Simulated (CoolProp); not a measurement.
Computed with CoolProp (reference Helmholtz-energy equation of state, Gao 2022).

Question: Give the vapour pressure (kPa), liquid density (kg/m³), vapour density (kg/m³), enthalpy of vaporisation (kJ/kg) of saturated n-perfluorobutane at 235.6, 286.5 K.

Answer: 
```json
[
 {"T (K)": "235.6", "p (kPa)": "18.5", "liquid density (kg/m³)": "1720", "vapour density (kg/m³)": "2.28", "enthalpy of vaporisation (kJ/kg)": "109"},
 {"T (K)": "286.5", "p (kPa)": "181", "liquid density (kg/m³)": "1540", "vapour density (kg/m³)": "19.5", "enthalpy of vaporisation (kJ/kg)": "92.4"}
]
```
